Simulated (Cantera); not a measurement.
Standard-state values (1 bar) from the NASA 1993 polynomials, evaluated with Cantera. Values are per mole of reaction as written; species without (g) are pure solids or liquids, kept so even where they would boil at 1 bar.

Problem. Between 448 and 948 K, where is each reaction favourable under standard conditions?
- 4 CO2(g) + 6 Ca(OH)2 = 2 C2H5OH(g) + 9 O2(g) + 6 Ca(g)

Solution. 
- 4 CO2(g) + 6 Ca(OH)2 = 2 C2H5OH(g) + 9 O2(g) + 6 Ca(g): ΔG° is 7206 kJ at 448 K and 6296 kJ at 948 K; it stays positive (K < 1). ΔH° is 7958 kJ and ΔS° 1753 J/K at 948 K.
